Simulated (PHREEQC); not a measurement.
Dissolve 0.0021 mol/kgw HF, 0.00012 mol/kgw (NH4)2SiF6 and 6.3e-05 mol/kgw HBF4 at 25 °C. Closed to the air; pH follows from the charge balance.

Computed with PHREEQC (ion-association model, wateq4f.dat).

No solid was allowed to form.

Problem. Predict the pH, ionic strength.

Solution. pH 3.02; ionic strength 0.00131 mol/kgw.

Problem. In which forms is F present?

Solution. HF 48 %, F- 35 %, SiF6-2 15 %, BF4- 1.2 % of the F.

SiF6-2 is the database's only silicon fluoride. Real BF4- forms and hydrolyses slowly; the run takes it at equilibrium.
